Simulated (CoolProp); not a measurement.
n-octane along the isobar 0.164 MPa: density (kg/m³) from the reference equation and from simpler models built on Tc = 295.6 °C, pc = 2.484 MPa, ω = 0.398; each cubic takes its own stable root.

The numbers come from the reference Helmholtz-energy equation of state, Beckmüller 2019 in CoolProp.

```tsv
T (°C)	phase	reference
131.95	liquid	605.2
138.65	liquid	598.6
145.45	gas	5.835
152.25	gas	5.711
159.05	gas	5.594
165.75	gas	5.485
172.55	gas	5.380
179.35	gas	5.279
186.15	gas	5.184
192.85	gas	5.093
199.65	gas	5.006
206.45	gas	4.922
213.15	gas	4.842
```

Problem. How far does each simpler model (Redlich-Kwong, Soave-Redlich-Kwong, Peng-Robinson) lie from the reference over these 13 states: mean and median of the absolute difference, and the worst?

Solution. 
- Redlich-Kwong: mean 16.4 %, median 1.5 %, worst -99.0 % at 138.65 °C and 0.164 MPa
- Soave-Redlich-Kwong: mean 2.7 %, median 0.8 %, worst -13.7 % at 138.65 °C and 0.164 MPa
- Peng-Robinson: mean 0.7 %, median 0.4 %, worst -2.3 % at 138.65 °C and 0.164 MPa

At some of these states Redlich-Kwong gives the other phase, because its saturation line lies elsewhere.
